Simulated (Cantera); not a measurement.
Charge: 1 mol SiCl₄, 0.64 mol C₃H₈, 5 mol H₂, at 13.3 mbar.

Cantera equilibrium calculation (NASA polynomials, part measured and part estimated; ideal gas, pure solids and liquids). Candidate condensed phases: C, C₆H₆, C₇H₈, C₈H₁₈, Si, SiC; 109 gas species. The tables' values for SiCl, SiCl₃ are old estimates; treat these amounts as uncertain. Gases not in the tables: Si₂H₆ and higher silanes. Kinetics and transport are ignored.

log p: log10 of the partial pressure in bar; n: condensed amount in mol.

| T (°C) | log p H₂ | log p HCl | log p H | log p SiCl₂ | log p Cl | log p Si | n C(graphite) | n SiC(s) |
|---|---|---|---|---|---|---|---|---|
| 1802 | -2.10 | -2.34 | -3.62 | -3.39 | -4.00 | -5.14 | 1.22 | 0.687 |
| 1827 | -2.10 | -2.35 | -3.56 | -3.37 | -3.94 | -4.98 | 1.23 | 0.672 |
| 1852 | -2.10 | -2.35 | -3.49 | -3.36 | -3.88 | -4.83 | 1.24 | 0.655 |
| 1877 | -2.10 | -2.36 | -3.43 | -3.35 | -3.82 | -4.69 | 1.26 | 0.637 |
| 1902 | -2.10 | -2.37 | -3.36 | -3.33 | -3.76 | -4.54 | 1.27 | 0.617 |
| 1927 | -2.11 | -2.37 | -3.30 | -3.32 | -3.71 | -4.40 | 1.29 | 0.593 |
| 1952 | -2.11 | -2.38 | -3.24 | -3.32 | -3.65 | -4.27 | 1.31 | 0.566 |
| 1977 | -2.11 | -2.39 | -3.19 | -3.31 | -3.60 | -4.13 | 1.33 | 0.533 |
| 2002 | -2.12 | -2.40 | -3.13 | -3.30 | -3.55 | -4.00 | 1.36 | … |
| 2027 | -2.12 | -2.41 | -3.08 | -3.30 | -3.51 | -3.87 | 1.39 | … |
| 2052 | -2.13 | -2.42 | -3.02 | -3.30 | -3.46 | -3.75 | 1.43 | … |

Complete the blanks.


- 2002, n SiC(s): 0.492
- 2027, n SiC(s): 0.441
- 2052, n SiC(s): 0.376
